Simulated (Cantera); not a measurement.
Input (Python, Cantera) and output of one run.

```python
import numpy as np
import cantera as ct

gas_names = [...]  # 109 gases of nasa_gas.yaml made of C, Cl, H, Si
cond_names = """
    C(gr) C6H6(L) C7H8(L) C8H18(L),n-octa Si(cr) Si(L) SiC(b)
""".split()


# ... load() reads the species with a 1 bar reference pressure and builds the phases ...
atoms = {
    'SiHCl3': {'Si': 1, 'H': 1, 'CL': 3},
    'C3H8': {'C': 3, 'H': 8},
    'H2': {'H': 2},
}
top_T = {'C(gr)': 4500, 'SiC(b)': 3050}  # K; cautious upper limits of use, not melting points


# ... equilibrate(T, P, feed) seeds the gas with the atoms and calls Mixture.equilibrate('TP', solver="gibbs", rtol=1e-10, max_steps=50000) ...
results = []
T = 1025  # K
P = 3900  # Pa
for m in [1.1, 2.1, 4.3, 8.4, 17, 33, 65, 130, 260, 510, 1000, 2000]:
    feed = {'SiHCl3': 1, 'C3H8': 0.0063, 'H2': m}  # mol
    mix = equilibrate(T, P, feed)
    results.append((T, P, feed, dict(zip(mix.species_names, mix.species_moles))))

top = {s: max(r[3][s] / sum(r[3][g] for g in gas_names) for r in results) for s in gas_names}
cols = sorted((s for s in top if top[s] > 1e-05), key=lambda s: -top[s])[:6]
seen = [c for c in cond_names if any(r[3].get(c, 0) > 1e-12 for r in results)]
print("log10 of partial pressures in bar; condensed amounts in mol")
print(f"{'n(H2)':>10s}" + "".join(f"{s[:9]:>10s}" for s in cols + seen))
for T, P, feed, n in results:
    ng = sum(n[g] for g in gas_names)
    print(f"{feed['H2']:10.4g}" + "".join(f"{np.log10(max(n[s] / ng * P / 1e5, 1e-99)):10.3f}" for s in cols)
          + "".join(f"{n.get(c, 0):10.4g}" for c in seen))
```

Result:

```
log10 of partial pressures in bar; condensed amounts in mol
     n(H2)        H2     SiCL4    SiHCL3       HCL     SiCL3     SiCL2    Si(cr)    SiC(b)
       1.1    -1.600    -1.981    -2.774    -2.873    -3.598    -3.894    0.2172    0.0189
       2.1    -1.539    -2.149    -2.869    -2.884    -3.723    -3.978    0.2202    0.0189
       4.3    -1.487    -2.390    -3.024    -2.919    -3.904    -4.099    0.2285   0.01889
       8.4    -1.456    -2.660    -3.212    -2.971    -4.107    -4.234    0.2449   0.01889
        17    -1.437    -2.984    -3.445    -3.042    -4.350    -4.396    0.2777   0.01888
        33    -1.426    -3.325    -3.695    -3.122    -4.606    -4.566    0.3315   0.01886
        65    -1.419    -3.721    -3.989    -3.217    -4.902    -4.764    0.4204   0.01881
       130    -1.416    -4.204    -4.349    -3.336    -5.264    -5.006    0.5551   0.01872
       260    -1.413    -4.828    -4.816    -3.491    -5.732    -5.318    0.7222   0.01854
       510    -1.411    -5.647    -5.429    -3.695    -6.347    -5.727    0.8634    0.0182
      1000    -1.410    -6.670    -6.196    -3.950    -7.114    -6.238    0.9379   0.01752
      2000    -1.410    -7.827    -7.063    -4.239    -7.982    -6.817    0.9669   0.01614
```

Cantera equilibrium calculation (NASA polynomials, part measured and part estimated; ideal gas, pure solids and liquids). Mutual solubility and eutectic melting of coexisting phases are not modelled. The tables' values for SiCl3 are old estimates; treat these amounts as uncertain.
